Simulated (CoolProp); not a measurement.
Saturation properties of ethane (Tc = 32.2 °C, pc = 4.872 MPa, ω = 0.099).

Model: reference Helmholtz-energy equation of state, Bücker 2006, in CoolProp.

| T (°C) | p (MPa) | liquid cp (kJ/(kg K)) | vapour viscosity (µPa s) |
|---|---|---|---|
| -70.35 | 0.2461 | 2.528 | 6.49 |
| -65.35 | 0.3049 | 2.558 | 6.66 |
| -60.35 | 0.3736 | 2.591 | 6.83 |
| -55.45 | 0.4515 | 2.627 | 7.01 |
| -50.45 | 0.5430 | 2.667 | 7.19 |
| -45.45 | 0.6475 | 2.712 | 7.38 |
| -40.45 | 0.7660 | 2.762 | 7.58 |
| -35.45 | 0.8998 | 2.819 | 7.78 |
| -30.55 | 1.047 | 2.881 | 8.00 |

It boils at -88.6 °C under 1 atm.

Viscosity comes from a separate model (Friend 1991).
